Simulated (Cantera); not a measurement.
# Equilibrium for aluminium nitride and oxide growth: AlCl₃ + NH₃ + N₂ + N₂O

Charge: 1 mol AlCl₃, 1.2 mol NH₃, 3 mol N₂, 24 mol N₂O, equilibrated at 1.90 mbar.

These are equilibrium values from Cantera (NASA tables, ideal gas, pure condensed phases), not measurements of a reactor. Candidate condensed phases: Al, AlCl₃, AlN, Al₂O₃, H₂O, NH₄Cl; 45 gas species. Kinetics and transport are ignored.

```json
[
 {"T (K)": "1175", "x N₂": "0.657", "x O₂": "0.263", "x HCl": "0.0662", "x Cl": "0.00285", "x H₂O": "0.00974", "n Al₂O₃(s)": "0.500"},
 {"T (K)": "1225", "x N₂": "0.657", "x O₂": "0.263", "x HCl": "0.0655", "x Cl": "0.00413", "x H₂O": "0.0101", "n Al₂O₃(s)": "0.500"},
 {"T (K)": "1275", "x N₂": "0.656", "x O₂": "0.262", "x HCl": "0.0644", "x Cl": "0.00570", "x H₂O": "0.0106", "n Al₂O₃(s)": "0.500"},
 {"T (K)": "1325", "x N₂": "0.656", "x O₂": "0.261", "x HCl": "0.0628", "x Cl": "0.00756", "x H₂O": "0.0114", "n Al₂O₃(s)": "0.500"},
 {"T (K)": "1375", "x N₂": "0.655", "x O₂": "0.261", "x HCl": "0.0609", "x Cl": "0.00966", "x H₂O": "0.0123", "n Al₂O₃(s)": "0.500"},
 {"T (K)": "1425", "x N₂": "0.655", "x O₂": "0.260", "x HCl": "0.0588", "x Cl": "0.0120", "x H₂O": "0.0133", "n Al₂O₃(s)": "0.500"},
 {"T (K)": "1475", "x N₂": "0.654", "x O₂": "0.259", "x HCl": "0.0563", "x Cl": "0.0145", "x H₂O": "0.0145", "n Al₂O₃(s)": "0.500"},
 {"T (K)": "1525", "x N₂": "0.654", "x O₂": "0.258", "x HCl": "0.0537", "x Cl": "0.0171", "x H₂O": "0.0157", "n Al₂O₃(s)": "0.500"},
 {"T (K)": "1575", "x N₂": "0.653", "x O₂": "0.257", "x HCl": "0.0510", "x Cl": "0.0199", "x H₂O": "0.0170", "n Al₂O₃(s)": "0.500"},
 {"T (K)": "1625", "x N₂": "0.652", "x O₂": "0.256", "x HCl": "0.0482", "x Cl": "0.0227", "x H₂O": "0.0183", "n Al₂O₃(s)": "0.500"}
]
```
x: gas mole fraction; n: condensed amount in mol.

From 1175 K to 1625 K the condensed part is Al₂O₃(s).
